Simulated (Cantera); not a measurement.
Input: 1 mol CCl₄, 1.1 mol Si, 1 mol H₂, equilibrated at 2652 °C and 13.3 mbar.

These are equilibrium values from Cantera (NASA tables, ideal gas, pure condensed phases), not measurements of a reactor. Candidate condensed phases: C, C₆H₆, C₇H₈, C₈H₁₈, Si, SiC; 109 gas species. The tables' values for SiCl, CCl, SiCl₃ are old estimates; treat these amounts as uncertain. Kinetics and transport are ignored.

Base state: Cl 0.512, H 0.166, HCl 0.107, Si 0.0937, SiC₂ 0.0623, H₂ 0.0237, SiCl 0.0104, SiCl₂ 0.00914 (mole fractions); condensed: gas only.

Q: What changes in the equilibrium state with this change: Si from 1.1 to 0.12 mol?

A: 
| species | before | after |
|---|---|---|
| Cl | 0.512 | 0.614 |
| H | 0.166 | 0.180 |
| HCl | 0.107 | 0.139 |
| Si | 0.0937 | 0.0113 |
| SiC₂ | 0.0623 | 0.00823 |
| SiCl | 0.0104 | 0.00150 |
| H₂ | 0.0237 | 0.0278 |
| C₃ | 0.00901 | 0.0103 |
| Si₂ | 7.40e-5 | 1.08e-6 |
| Si₂C | 0.000999 | 1.53e-5 |
| SiC | 0.000257 | 3.24e-5 |
| SiH | 0.000252 | 3.31e-5 |
| SiCl₂ | 0.00914 | 0.00159 |
| C(graphite), mol | 0 | 0.693 |
The tables' values for SiCl, CCl are old estimates; treat these amounts as uncertain.

Q: What changes in the equilibrium state with this change: temperature from 2652 °C to 3175 °C?

A: 
```csv
species,before,after
Cl,0.512,0.525
H,0.166,0.251
Si,0.0937,0.133
HCl,0.107,0.00964
SiC₂,0.0623,0.0125
C,0.00175,0.0356
SiCl,0.0104,0.00134
H₂,0.0237,0.00307
C₃,0.00901,0.0179
SiCl₃,1.90e-5,1.45e-8
SiCl₂,0.00914,5.52e-5
```
The tables' values for SiCl, CCl are old estimates; treat these amounts as uncertain.
